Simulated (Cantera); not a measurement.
Cantera run:

```python
import numpy as np
import cantera as ct

gas_names = """
    N NO NO2 NO3 N2 N2O O O2 O3 Pb PbO Pb2
""".split()
cond_names = """
    Pb(cr) Pb(L) PbO(rd) PbO(yw) PbO(L) PbO2(s) Pb3O4(s)
""".split()


# ... load() reads the species with a 1 bar reference pressure and builds the phases ...
atoms = {
    'Pb': {'Pb': 1},
    'O2': {'O': 2},
    'N2': {'N': 2},
}
top_T = {'Pb3O4(s)': 820}  # K; cautious upper limits of use, not melting points


# ... equilibrate(T, P, feed) seeds the gas with the atoms and calls Mixture.equilibrate('TP', solver="vcs", rtol=1e-11, max_steps=5000) ...
results = []
feed = {'Pb': 1, 'O2': 0.058, 'N2': 1.1}  # mol
P = 16  # Pa
for T in [1098, 1123, 1148, 1173, 1198, 1223, 1248, 1273]:
    mix = equilibrate(T, P, feed)
    results.append((T, P, feed, dict(zip(mix.species_names, mix.species_moles))))

top = {s: max(r[3][s] / sum(r[3][g] for g in gas_names) for r in results) for s in gas_names}
cols = sorted((s for s in top if top[s] > 0.0001), key=lambda s: -top[s])[:6]
seen = [c for c in cond_names if any(r[3].get(c, 0) > 1e-12 for r in results)]
print("log10 of partial pressures in bar; condensed amounts in mol")
print(f"{'T/K':>10s}" + "".join(f"{s[:9]:>10s}" for s in cols + seen))
for T, P, feed, n in results:
    ng = sum(n[g] for g in gas_names)
    print(f"{T:10.4g}" + "".join(f"{np.log10(max(n[s] / ng * P / 1e5, 1e-99)):10.3f}" for s in cols)
          + "".join(f"{n.get(c, 0):10.4g}" for c in seen))
```

Result:

```
log10 of partial pressures in bar; condensed amounts in mol
       T/K        N2        Pb       PbO   PbO(yw)
      1098    -4.068    -4.163    -5.232   0.04051
      1123    -4.077    -4.172    -5.054         0
      1148    -4.077    -4.172    -5.054         0
      1173    -4.077    -4.172    -5.054         0
      1198    -4.077    -4.172    -5.054         0
      1223    -4.077    -4.172    -5.054         0
      1248    -4.077    -4.172    -5.054         0
      1273    -4.077    -4.172    -5.055         0
```

Cantera equilibrium calculation (NASA polynomials, part measured and part estimated; ideal gas, pure solids and liquids).
